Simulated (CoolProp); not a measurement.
The numbers come from the reference Helmholtz-energy equation of state, Thol 2016 in CoolProp.

Question: For R1234ze(E), give the phase and the Z, cv (kJ/(kg K)), speed of sound (m/s), Joule-Thomson coefficient (K/MPa) at 207.2 K and 0.0485 MPa; 207.2 K and 0.393 MPa; 207.2 K and 3.19 MPa.

Answer: 
- 207.2 K and 0.0485 MPa: liquid; Z 0.00227, cv 0.835, speed of sound 940, Joule-Thomson coefficient -0.364
- 207.2 K and 0.393 MPa: liquid; Z 0.0184, cv 0.835, speed of sound 942, Joule-Thomson coefficient -0.365
- 207.2 K and 3.19 MPa: liquid; Z 0.149, cv 0.837, speed of sound 954, Joule-Thomson coefficient -0.369
